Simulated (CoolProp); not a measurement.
CF4 (R14) at several states: fugacity coefficient from the reference equation and from simpler models built on Tc = 227.4 K, pc = 3.762 MPa, ω = 0.178; each cubic takes its own stable root.

Model: reference Helmholtz-energy equation of state, Platzer 1990, in CoolProp. This equation is an older, rougher fit; its heat capacities, sound speeds and derivatives of the liquid may be far off and weren't checked against measurements.

```csv
T (K),p (MPa),phase,reference
395.9,3.93,supercritical,0.9635
416,0.106,gas,0.9993
423.1,0.0337,gas,0.9998
152.1,1.52,liquid,0.1076
```

### Question
How far does each simpler model (Redlich-Kwong, Peng-Robinson) lie from the reference over these 4 states: mean and median of the absolute difference, and the worst?

### Answer
- Redlich-Kwong: mean 9.3 %, median 1.0 %, worst +35.0 % at 152.1 K and 1.52 MPa
- Peng-Robinson: mean 0.3 %, median 0.1 %, worst -1.1 % at 395.9 K and 3.93 MPa
